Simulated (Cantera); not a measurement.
**Ammonia decomposition in nitride growth gas**

An isothermal, constant-pressure homogeneous reactor starts with NH3 : N2 : H2 = 1 : 0.39 : 0.0061 (molar parts), at 2073 K and 0.987 atm.

Detailed kinetics in Cantera: the gas-phase N/H chemistry of the illustrative SiF4/NH3 mechanism in the Surface Chemkin manual (1991). Walls and surfaces, which speed up NH3 decomposition in real reactors, are not modelled.

```
t (s)        x NH3     x NH    x N2H4     x NH2    x N2H2
--------  --------  -------  --------  --------  --------
2.00e-6      0.716  1.51e-8   1.03e-9   6.43e-5   3.96e-9
1.26e-5      0.716  1.10e-6   4.26e-8  0.000405   2.90e-7
7.96e-5      0.712  1.20e-5   6.76e-7   0.00161   6.55e-6
0.000502     0.689  1.60e-5   6.96e-7   0.00163   7.47e-6
0.00317      0.565  2.01e-5   4.24e-7   0.00127   5.38e-6
0.0200       0.206  1.68e-5   9.69e-8  0.000609   1.40e-6
0.126      0.00447  3.20e-6  3.73e-10   3.78e-5   1.11e-8
0.796     0.000168  1.67e-7    <1e-12   1.67e-6  2.56e-11
5.02       2.34e-5  2.34e-8    <1e-12   2.34e-7  1.53e-12
31.7       5.94e-6  5.93e-9    <1e-12   5.93e-8  1.09e-12
200        5.39e-6  5.38e-9    <1e-12   5.38e-8  1.08e-12
```
x: mole fraction; the columns are a selection and need not sum to one.

Equilibrium at this temperature and pressure: NH3 5.39e-6, NH 5.38e-9, N2H4 <1e-12, NH2 5.38e-8, N2H2 1.08e-12 (gas phase only).
